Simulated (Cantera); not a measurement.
**Adiabatic ignition**

An adiabatic, constant-pressure homogeneous reactor starts with 11.5 % H2, 16.5 % O2, 61.9 % N2, 10.1 % H2O, equivalence ratio 0.35, at 1700 K and 760 Torr.

Model: the H2/O2 subset of GRI-Mech 3.0, which has no nitrogen chemistry, integrated in Cantera.

```
t (s)     T (K)     x H2   x O2  x H2O   x H2O2       x O
--------  -----  -------  -----  -----  -------  --------
2.00e-6    1700    0.115  0.165  0.101  5.17e-8   2.02e-6
5.37e-6    1700    0.114  0.164  0.102  4.22e-7  0.000174
1.44e-5    1846   0.0181  0.107  0.177  1.17e-6    0.0243
3.86e-5    2096   0.0121  0.106  0.195  4.98e-7    0.0153
0.000104   2284  0.00575  0.108  0.210  3.11e-7   0.00699
0.000278   2372  0.00248  0.110  0.219  3.67e-7   0.00299
0.000746   2381  0.00216  0.110  0.220  3.96e-7   0.00260
0.00200    2381  0.00216  0.110  0.220  3.96e-7   0.00260
0.00537    2381  0.00216  0.110  0.220  3.96e-7   0.00260
0.0144     2381  0.00216  0.110  0.220  3.96e-7   0.00260
0.0386     2381  0.00216  0.110  0.220  3.96e-7   0.00260
0.104      2381  0.00216  0.110  0.220  3.96e-7   0.00260
0.278      2381  0.00216  0.110  0.220  3.96e-7   0.00260
0.746      2381  0.00216  0.110  0.220  3.96e-7   0.00260
2.00       2381  0.00216  0.110  0.220  3.96e-7   0.00260
```
x: mole fraction; the columns are a selection and need not sum to one.

- time of steepest temperature rise = 10.3 µs
- temperature at 2.00 s = 2381 K
- equilibrium temperature = 2381 K
- x(H2) at 2.00 s = 0.00216 (gas-phase equilibrium 0.00216)
- x(O2) at 2.00 s = 0.110 (gas-phase equilibrium 0.110)
- x(H2O) at 2.00 s = 0.220 (gas-phase equilibrium 0.220)
